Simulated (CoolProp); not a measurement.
The fluid at 396.63 K and 0.66 MPa (stagnation) flows isentropically through a choked orifice. The same conditions are run with several fluids, on thermodynamics alone (safety and materials aside).

Values from CoolProp's reference Helmholtz-energy equation of state of each fluid (c-C4F8 (RC318): Platzer 1990; R245fa: Akasaka 2015; cis-2-butene: Lemmon 2005; nitrogen: Span 2000; methane: Setzmann 1991). The equations of Platzer and Polt are older, rougher fits.

**Question.** Rank c-C4F8 (RC318), R245fa, cis-2-butene, nitrogen, methane by throat to inlet pressure ratio, highest first.

**Answer.** c-C4F8 (RC318) (0.605), R245fa (0.601), cis-2-butene (0.594), methane (0.548), nitrogen (0.528)

| fluid | mass flux (kg/(m² s)) | throat temperature (K) |
|---|---|---|
| c-C4F8 (RC318) | 3240 | 386.4 |
| R245fa | 2680 | 382.7 |
| cis-2-butene | 1750 | 378.0 |
| nitrogen | 1320 | 330.5 |
| methane | 966 | 348.8 |
